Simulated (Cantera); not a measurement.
**Carbon deposition, reforming and gasification: C2H5OH + NH3 + H2**

Input: 1 mol C2H5OH, 2.6 mol NH3, 0.99 mol H2, held at 1550 K.

These are equilibrium values from Cantera (NASA tables, ideal gas, pure condensed phases), not measurements of a reactor. Candidate condensed phases: C, C6H6, C7H8, C8H18, H2O; 136 gas species. The ideal-gas law is rough above about 30 bar. Kinetics and transport are ignored.

From 0.0750 Torr to 75000 Torr the condensed part is C(graphite). The main C-bearing gas is CO throughout.

```tsv
P (Pa)	x H2	x N2	x CO	x CH4	n C(graphite)
10	0.772	0.127	0.0980	1.21e-7	0.995
46	0.773	0.127	0.0981	5.59e-7	0.995
220	0.774	0.127	0.0981	2.68e-6	0.995
1000	0.774	0.127	0.0981	1.22e-5	0.995
4600	0.774	0.127	0.0981	5.60e-5	0.994
22000	0.774	0.127	0.0981	0.000268	0.992
100000	0.772	0.127	0.0982	0.00121	0.983
460000	0.767	0.128	0.0983	0.00550	0.943
2200000	0.743	0.131	0.0987	0.0247	0.769
10000000	0.662	0.139	0.0990	0.0892	0.243
```
x: gas mole fraction; n: condensed amount in mol.
